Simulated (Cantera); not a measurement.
An adiabatic, constant-volume homogeneous reactor starts with CH4 : O2 : N2 = 1 : 1.18 : 4.12 (molar parts), equivalence ratio 1.7, at 1050 K and 5700 Torr.

Model: GRI-Mech 3.0 (53 species, 325 reactions), integrated in Cantera.

### Question
Predict: time of steepest temperature rise; temperature at 3.00 s; equilibrium temperature; x(O2) at 3.00 s; x(H2O) at 3.00 s; x(CH2O) at 3.00 s; x(HO2) at 3.00 s.

### Answer
| Item | Value |
|---|---|
| time of steepest temperature rise | 59.8 ms |
| temperature at 3.00 s | 2739 K |
| equilibrium temperature | 2739 K |
| x(O2) at 3.00 s | 2.76e-5 (gas-phase equilibrium 2.76e-5) |
| x(H2O) at 3.00 s | 0.164 (gas-phase equilibrium 0.164) |
| x(CH2O) at 3.00 s | 1.18e-7 (gas-phase equilibrium 1.18e-7) |
| x(HO2) at 3.00 s | 8.62e-8 (gas-phase equilibrium 8.62e-8) |
